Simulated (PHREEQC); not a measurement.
0.022 g of hydrous ferric oxide (600 m²/g; 0.2 weak and 0.005 strong sites per Fe, Dzombak-Morel constants, diffuse double layer) in 1 kg of water with 0.05 mol/kgw of an inert sodium salt and 0.00094 mmol/kgw H3BO3 and 0.03 mmol/kgw BaCl2, at 25 °C; the pH is set by adding NaOH or the inert anion's acid. O2 is buffered at 0.21 atm. CO2 from the air is kept out. No solid was allowed to form.

Equilibrium calculation in PHREEQC: ion-association model, wateq4f.dat.

```csv
pH,B sorbed (%),Ba sorbed (%),surface charge σ (C/m²),surface potential ψ (mV)
3,0.0,0.0,0.357,169
3.67,0.0,0.0,0.323,165
4.33,0.0,0.0,[?],153
5,0.0,0.0,0.181,135
5.67,0.0,0.0,0.115,112
6.33,0.0,0.0,0.067,86
7,0.0,0.2,0.034,56
7.67,0.0,1.3,0.013,[?]
8.33,0.0,3.5,[?],-7
9,0.0,[?],-0.023,-40
9.67,0.0,10.0,-0.046,-69
10.33,0.0,[?],[?],-85
11,0.0,50.0,-0.079,-93
```

**Question.** Complete the blanks.

**Answer.** 
- 4.33, surface charge σ (C/m²): 0.258
- 7.67, surface potential ψ (mV): 24
- 8.33, surface charge σ (C/m²): -0.004
- 9, Ba sorbed (%): 4.5
- 10.33, Ba sorbed (%): 29.8
- 10.33, surface charge σ (C/m²): -0.066

The oxide is taken as insoluble; below pH 4 it would dissolve.
